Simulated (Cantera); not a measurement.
Input: 1 mol CCl4, a varied amount of HCl, equilibrated at 2025 °C and 1.00 Torr.

Equilibrium computed with Cantera from the NASA thermochemical tables; the gas is ideal and each condensed phase is pure. Candidate condensed phases: C, C6H6, C7H8, C8H18; 91 gas species. Kinetics and transport are ignored.

x: gas mole fraction; n: condensed amount in mol.

```csv
n(HCl) (mol),x Cl,x HCl,x H,x H2,x Cl2,n C(graphite)
0.037,0.990,0.00872,0.000436,2.77e-6,0.000329,1.000
0.072,0.982,0.0168,0.000848,1.04e-5,0.000324,1.000
0.14,0.966,0.0320,0.00164,3.93e-5,0.000313,1.000
0.28,0.935,…,…,…,0.000293,1.000
0.54,0.882,…,…,…,…,1.000
1.1,0.789,0.196,0.0123,0.00220,0.000209,1.000
2.1,0.673,0.298,0.0220,0.00702,0.000152,0.999
```

Task: What belongs in the gaps?

Result: 
- 0.54, x HCl: 0.111
- 0.54, x H: 0.00622
- 0.54, x H2: 0.000563
- 0.54, x Cl2: 0.000261
- 0.28, x HCl: 0.0616
- 0.28, x H: 0.00327
- 0.28, x H2: 0.000155
